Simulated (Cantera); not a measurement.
Input: 1 mol Fe₂O₃, 0.021 mol HCl, 3.8 mol N₂, equilibrated at 625 °C and 0.0100 bar.

Method: chemical equilibrium by Gibbs-energy minimisation in Cantera with the NASA 1993 tables (ideal gas, pure condensed phases). Candidate condensed phases: Fe, FeCl₂, FeCl₃, FeO, Fe(OH)₂, Fe(OH)₃, Fe₂O₃, Fe₃O₄, H₂O, NH₄Cl; 37 gas species. Condensed phases not in the tables: FeOCl. The numbers say what is thermodynamically allowed, not how fast it happens.

Base state: N₂ 0.995, HCl 0.00538, H₂O 5.68e-5, FeCl₂ 2.65e-5, Cl₂ 1.18e-5, FeCl₃ 1.15e-5 (mole fractions); condensed: Fe₂O₃(s).

Problem. What changes in the equilibrium state with this change: temperature from 625 °C to 1125 °C?

Solution. 
| species | before | after |
|---|---|---|
| N₂ | 0.995 | 0.959 |
| O₂ | 9.36e-8 | 0.0347 |
| HCl | 0.00538 | 0.00359 |
| FeCl₂ | 2.65e-5 | 0.000347 |
| NO | 6.75e-9 | 0.000321 |
| Cl | 2.46e-6 | 0.000989 |
| H₂O | 5.68e-5 | 0.000852 |
| FeCl₃ | 1.15e-5 | 7.87e-7 |
| Fe₂O₃(s), mol | 1.000 | 0.168 |
| Fe₃O₄(s), mol | 0 | 0.554 |
Mutual solubility and eutectic melting of coexisting phases are not modelled.

Problem. What changes in the equilibrium state with this change: temperature from 625 °C to 1227 °C?

Solution. 
```
species         before     after
-------------  -------  --------
N₂               0.995     0.952
O₂             9.36e-8    0.0412
HCl            0.00538   0.00303
FeCl₂          2.65e-5  0.000439
NO             6.75e-9  0.000596
OH               <1e-9   1.73e-5
Fe₂O₃(s), mol    1.000         0
Fe₃O₄(s), mol        0     0.666
```

Problem. What changes in the equilibrium state with this change: N₂ from 3.8 to 0.085 mol?

Solution. 
```
species         before     after
-------------  -------  --------
N₂               0.995     0.802
HCl            0.00538     0.192
H₂O            5.68e-5   0.00299
FeCl₃          1.15e-5   0.00137
Cl₂            1.18e-5  0.000304
FeCl₂          2.65e-5  0.000621
Cl             2.46e-6   1.25e-5
Fe₂O₃(s), mol    1.000     1.000
```
